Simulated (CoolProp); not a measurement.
Vapour-liquid equilibrium of benzene (1) + n-decane (2) at 78.35 °C; x and y are mole fractions of (1).

The numbers come from the multi-fluid Helmholtz-energy mixture model, Thol 2012 and Lemmon 2006; pair parameters Bell 2016 in CoolProp.

| x | bubble pressure, mixture model (kPa) | bubble pressure, Raoult's law (kPa) | y, mixture model | y, Raoult's law |
|---|---|---|---|---|
| 0.05 | 8.866 | 8.394 | 0.593 | 0.572 |
| 0.15 | 19.39 | 17.62 | 0.832 | 0.818 |
| 0.25 | 29.81 | 26.85 | 0.902 | 0.894 |
| 0.35 | 39.71 | 36.08 | 0.935 | 0.932 |
| 0.45 | 48.95 | 45.31 | 0.954 | 0.954 |
| 0.55 | 57.61 | 54.54 | 0.967 | 0.969 |
| 0.65 | 65.92 | 63.77 | 0.977 | 0.979 |
| 0.75 | 74.15 | 73.00 | 0.984 | 0.987 |
| 0.85 | 82.59 | 82.23 | 0.991 | 0.993 |
| 0.95 | 91.45 | 91.46 | 0.997 | 0.998 |

The largest gap from Raoult's law is +11.0 % in bubble pressure, at x = 0.25. No azeotrope shows between x = 0.05 and 0.95.

The pair parameters rest on a limited set of measurements; away from them the model extrapolates.
